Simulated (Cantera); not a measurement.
An isothermal, constant-pressure homogeneous reactor starts with CH₄ : CO₂ = 1 : 1.1 (molar parts), at 1748 K and 1000000 Pa.

Detailed kinetics in Cantera: GRI-Mech 3.0 (53 species, 325 reactions).

One state of this run: x CH₄ = 0.00895; x CO₂ = 0.00862; x CH₂ = 2.34e-9; x CH₃ = 1.96e-5; x O₂ = <1e-12; x H₂O₂ = <1e-12. x: mole fraction; the columns are a selection and need not sum to one.

**Question.** Which value of t (s) does it belong to?
A) 3.15e-5
B) 9.00e-6
C) 2.45
D) 30.0

**Answer.** C, 2.45
